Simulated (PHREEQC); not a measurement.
Polishing slurry liquid (model solution)

Consider water at 57 °C with 10 mmol/kgw KOH and 0.029 mmol/kgw H4SiO4. It is in equilibrium with CO2 at log p = 0 (atm). Otherwise closed; pH follows from the charge balance.

All values are PHREEQC results (ion-association model, phreeqc.dat), not measurements.

No solid was allowed to form.

**Question.** Estimate the pH, ionic strength, specific conductance.

**Answer.** pH 6.01; ionic strength 0.0100 mol/kgw; specific conductance 2000 µS/cm.

**Question.** In which forms is C present?

**Answer.** CO2 63 %, HCO3- 37 % of the C.

At this temperature some constants are extrapolated from 25 °C, and those without enthalpy data are left unchanged.
